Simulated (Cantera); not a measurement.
An isothermal, constant-pressure homogeneous reactor starts with 7.14 % C2H6, 92.9 % N2, at 1598 K and 13300 Pa.

Model: GRI-Mech 3.0 (53 species, 325 reactions), integrated in Cantera. GRI-Mech 3.0 stops at C3 and has no aromatics, soot or wall deposition, so with more carbon than oxygen in the feed, carbon stays in small species such as C2H2 where larger ones or solid carbon would form.

Question: Predict: x(C2H6) at 300 s; x(H2) at 300 s; x(C2H2) at 300 s; x(C2H4) at 300 s; x(CH3) at 300 s.

Answer: 
- x(C2H6) at 300 s: 8.21e-9 (gas-phase equilibrium 3.32e-9)
- x(H2) at 300 s: 0.124 (gas-phase equilibrium 0.125)
- x(C2H2) at 300 s: 0.0622 (gas-phase equilibrium 0.0250)
- x(C2H4) at 300 s: 0.000116 (gas-phase equilibrium 4.66e-5)
- x(CH3) at 300 s: 3.87e-6 (gas-phase equilibrium 2.46e-6)
